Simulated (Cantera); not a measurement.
Mixture: CH4 : O2 : N2 = 1 : 2.94 : 19.7 (molar parts), equivalence ratio 0.68, at 17.8 atm, adiabatic and at constant pressure. Ignition delay is the time to a rise of 400 K.

Computed with Cantera and GRI-Mech 3.0 (53 species, 325 reactions). The pressure lies above the range GRI-Mech 3.0 was tuned for (to about 10 atm).

### Question
What does this change do: O2 2.94 to 4.3 parts?

### Answer
```tsv
quantity	before	after
delay at 1075 K	18.9 ms	13.0 ms
delay at 1125 K	9.25 ms	6.16 ms
delay at 1175 K	4.83 ms	3.13 ms
delay at 1225 K	2.66 ms	1.68 ms
delay at 1275 K	1.52 ms	0.945 ms
delay at 1325 K	0.894 ms	0.551 ms
apparent activation energy between 1225 and 1325 K	150 kJ/mol	150 kJ/mol
```

### Question
What does this change do: pressure from 17.8 atm to 0.898 atm?

### Answer
```csv
quantity,before,after
delay at 1075 K,18.9 ms,0.482 s
delay at 1125 K,9.25 ms,0.217 s
delay at 1175 K,4.83 ms,0.102 s
delay at 1225 K,2.66 ms,49.4 ms
delay at 1275 K,1.52 ms,24.9 ms
delay at 1325 K,0.894 ms,13.0 ms
apparent activation energy between 1225 and 1325 K,150 kJ/mol,180 kJ/mol
```
